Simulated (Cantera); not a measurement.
A Cantera script and what it prints.

```python
import numpy as np
import cantera as ct

gas_names = """
    Cu CuO Cu2 H HO2 H2 H2O H2O2 O OH O2 O3
""".split()
cond_names = """
    Cu(cr) Cu(L) CuO(s) CuO2H2(s) Cu2O(s) Cu2O(L) H2O(s) H2O(L)
""".split()


# ... load() reads the species with a 1 bar reference pressure and builds the phases ...
atoms = {
    'CuO': {'Cu': 1, 'O': 1},
    'H2': {'H': 2},
}
top_T = {'CuO(s)': 1390}  # K; cautious upper limits of use, not melting points


# ... equilibrate(T, P, feed) seeds the gas with the atoms and calls Mixture.equilibrate('TP', solver="vcs", rtol=1e-11, max_steps=5000) ...
results = []
P = 110000  # Pa
for T in [1473, 1523, 1573, 1623, 1673, 1723, 1773, 1823, 1873, 1923, 1973, 2023, 2073, 2123]:
    for m in [6.8, 9.4, 13, 18, 24, 33, 46, 63, 87, 120, 160, 220]:
        feed = {'CuO': 1, 'H2': m}  # mol
        mix = equilibrate(T, P, feed)
        results.append((T, P, feed, dict(zip(mix.species_names, mix.species_moles))))

for T, P, feed, n in results:
    print(f"{T:7g} {feed['H2']:10.4g}  " + (" + ".join(c for c in cond_names if n.get(c, 0) > 1e-12) or "gas only"))
```

It prints:

```
   1473        6.8  Cu(L)
   1473        9.4  Cu(L)
   1473         13  Cu(L)
   1473         18  Cu(L)
   1473         24  Cu(L)
   1473         33  Cu(L)
   1473         46  Cu(L)
   1473         63  Cu(L)
   1473         87  Cu(L)
   1473        120  Cu(L)
   1473        160  Cu(L)
   1473        220  Cu(L)
   1523        6.8  Cu(L)
   1523        9.4  Cu(L)
   1523         13  Cu(L)
   1523         18  Cu(L)
   1523         24  Cu(L)
   1523         33  Cu(L)
   1523         46  Cu(L)
   1523         63  Cu(L)
   1523         87  Cu(L)
   1523        120  Cu(L)
   1523        160  Cu(L)
   1523        220  Cu(L)
   1573        6.8  Cu(L)
   1573        9.4  Cu(L)
   1573         13  Cu(L)
   1573         18  Cu(L)
   1573         24  Cu(L)
   1573         33  Cu(L)
   1573         46  Cu(L)
   1573         63  Cu(L)
   1573         87  Cu(L)
   1573        120  Cu(L)
   1573        160  Cu(L)
   1573        220  Cu(L)
   1623        6.8  Cu(L)
   1623        9.4  Cu(L)
   1623         13  Cu(L)
   1623         18  Cu(L)
   1623         24  Cu(L)
   1623         33  Cu(L)
   1623         46  Cu(L)
   1623         63  Cu(L)
   1623         87  Cu(L)
   1623        120  Cu(L)
   1623        160  Cu(L)
   1623        220  Cu(L)
   1673        6.8  Cu(L)
   1673        9.4  Cu(L)
   1673         13  Cu(L)
   1673         18  Cu(L)
   1673         24  Cu(L)
   1673         33  Cu(L)
   1673         46  Cu(L)
   1673         63  Cu(L)
   1673         87  Cu(L)
   1673        120  Cu(L)
   1673        160  Cu(L)
   1673        220  Cu(L)
   1723        6.8  Cu(L)
   1723        9.4  Cu(L)
   1723         13  Cu(L)
   1723         18  Cu(L)
   1723         24  Cu(L)
   1723         33  Cu(L)
   1723         46  Cu(L)
   1723         63  Cu(L)
   1723         87  Cu(L)
   1723        120  Cu(L)
   1723        160  Cu(L)
   1723        220  Cu(L)
   1773        6.8  Cu(L)
   1773        9.4  Cu(L)
   1773         13  Cu(L)
   1773         18  Cu(L)
   1773         24  Cu(L)
   1773         33  Cu(L)
   1773         46  Cu(L)
   1773         63  Cu(L)
   1773         87  Cu(L)
   1773        120  Cu(L)
   1773        160  Cu(L)
   1773        220  Cu(L)
   1823        6.8  Cu(L)
   1823        9.4  Cu(L)
   1823         13  Cu(L)
   1823         18  Cu(L)
   1823         24  Cu(L)
   1823         33  Cu(L)
   1823         46  Cu(L)
   1823         63  Cu(L)
   1823         87  Cu(L)
   1823        120  Cu(L)
   1823        160  Cu(L)
   1823        220  Cu(L)
   1873        6.8  Cu(L)
   1873        9.4  Cu(L)
   1873         13  Cu(L)
   1873         18  Cu(L)
   1873         24  Cu(L)
   1873         33  Cu(L)
   1873         46  Cu(L)
   1873         63  Cu(L)
   1873         87  Cu(L)
   1873        120  Cu(L)
   1873        160  Cu(L)
   1873        220  Cu(L)
   1923        6.8  Cu(L)
   1923        9.4  Cu(L)
   1923         13  Cu(L)
   1923         18  Cu(L)
   1923         24  Cu(L)
   1923         33  Cu(L)
   1923         46  Cu(L)
   1923         63  Cu(L)
   1923         87  Cu(L)
   1923        120  Cu(L)
   1923        160  Cu(L)
   1923        220  Cu(L)
   1973        6.8  Cu(L)
   1973        9.4  Cu(L)
   1973         13  Cu(L)
   1973         18  Cu(L)
   1973         24  Cu(L)
   1973         33  Cu(L)
   1973         46  Cu(L)
   1973         63  Cu(L)
   1973         87  Cu(L)
   1973        120  Cu(L)
   1973        160  Cu(L)
   1973        220  Cu(L)
   2023        6.8  Cu(L)
   2023        9.4  Cu(L)
   2023         13  Cu(L)
   2023         18  Cu(L)
   2023         24  Cu(L)
   2023         33  Cu(L)
   2023         46  Cu(L)
   2023         63  Cu(L)
   2023         87  Cu(L)
   2023        120  Cu(L)
   2023        160  Cu(L)
   2023        220  gas only
   2073        6.8  Cu(L)
   2073        9.4  Cu(L)
   2073         13  Cu(L)
   2073         18  Cu(L)
   2073         24  Cu(L)
   2073         33  Cu(L)
   2073         46  Cu(L)
   2073         63  Cu(L)
   2073         87  Cu(L)
   2073        120  Cu(L)
   2073        160  gas only
   2073        220  gas only
   2123        6.8  Cu(L)
   2123        9.4  Cu(L)
   2123         13  Cu(L)
   2123         18  Cu(L)
   2123         24  Cu(L)
   2123         33  Cu(L)
   2123         46  Cu(L)
   2123         63  Cu(L)
   2123         87  gas only
   2123        120  gas only
   2123        160  gas only
   2123        220  gas only
```

These are equilibrium values from Cantera (NASA tables, ideal gas, pure condensed phases), not measurements of a reactor.
